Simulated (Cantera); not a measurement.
Input: 1 mol SiF4, 23 mol O2, equilibrated at 1252 °C.

Cantera equilibrium calculation (NASA polynomials, part measured and part estimated; ideal gas, pure solids and liquids). Candidate condensed phases: Si, SiO2; 17 gas species. Rates play no part.

### Question
At 4.10 mbar, list the 3 most abundant gas species with their mole fractions, and the condensed phases.

### Answer
O2 0.958, SiF4 0.0417, O 8.66e-5. Condensed: gas only.
